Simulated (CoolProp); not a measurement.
A single-stage vapour-compression cycle with n-butane: evaporating at 306.15 K (dew point), condensing at 376.15 K (bubble point), superheat 2 K, subcooling 0 K, compressor efficiency 0.85, no pressure losses. Each further row changes one setting.

Computed with CoolProp (reference Helmholtz-energy equation of state, Bücker 2006).

| case | cooling COP | pressure ratio | discharge temperature (K) | refrigerating effect (kJ/kg) | volumetric capacity (kJ/m³) |
|---|---|---|---|---|---|
| as stated | 2.15 | 5.22 | 376.2 | 164 | 1260 |
| evaporating temperature 311.15 K | 2.46 | 4.52 | 376.2 | 171 | 1510 |
| condensing temperature 371.15 K | 2.49 | 4.74 | 371.1 | 179 | 1380 |
| subcooling 5 K | 2.36 | 5.22 | 376.2 | 179 | 1380 |
| superheat 12 K | 2.27 | 5.22 | 380.2 | 182 | 1350 |
| compressor efficiency 0.75 | 1.90 | 5.22 | 376.2 | 164 | 1260 |

The compression ends wet for: as stated; evaporating temperature 311.15 K; condensing temperature 371.15 K; subcooling 5 K; compressor efficiency 0.75.
